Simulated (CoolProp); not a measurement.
Vapour-liquid equilibrium of carbon dioxide (1) + R125 (2) at 792 kPa; x and y are mole fractions of (1).

Computed with CoolProp (multi-fluid Helmholtz-energy mixture model, Span 1996 and Lemmon 2005; pair parameters Bell 2016).

| x | bubble temperature, mixture model (K) | bubble temperature, Raoult's law (K) | y, mixture model | y, Raoult's law |
|---|---|---|---|---|
| 0.05 | 272.0 | 272.4 | 0.195 | 0.215 |
| 0.15 | 260.9 | 262.5 | 0.476 | 0.493 |
| 0.25 | 252.4 | 255.0 | 0.646 | 0.658 |
| 0.35 | 246.1 | 249.0 | 0.749 | 0.764 |
| 0.45 | 241.4 | 244.0 | 0.816 | 0.836 |
| 0.55 | 237.8 | 239.9 | 0.863 | 0.887 |
| 0.65 | 234.8 | 236.3 | 0.899 | 0.925 |
| 0.75 | 232.3 | 233.2 | 0.929 | 0.953 |
| 0.85 | 230.0 | 230.5 | 0.958 | 0.975 |
| 0.95 | 227.9 | 228.0 | 0.985 | 0.993 |

The largest gap from Raoult's law is -2.9 K in bubble temperature, at x = 0.35. No azeotrope shows between x = 0.05 and 0.95.

Pair parameters are fitted to limited data, so mixtures are less certain than the pure fluids.
